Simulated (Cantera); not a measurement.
Feed: 1 mol BaF₂, 0.26 mol H₂, 0.11 mol N₂, at 2000 K and 13.3 mbar.

Cantera equilibrium calculation (NASA polynomials, part measured and part estimated; ideal gas, pure solids and liquids). Candidate condensed phases: Ba, BaF₂; 24 gas species. Kinetics and transport are ignored.

Task: What is the equilibrium state?

Result: 
- x(BaF₂) = 0.659
- x(H₂) = 0.157
- x(N₂) = 0.0780
- x(HF) = 0.0504
- x(BaF) = 0.0500
- x(H) = 0.00557
- x(Ba) = 0.000159
- gas amount = 1.409 mol
- log10 activity of Ba(l) (absent) = -5.72
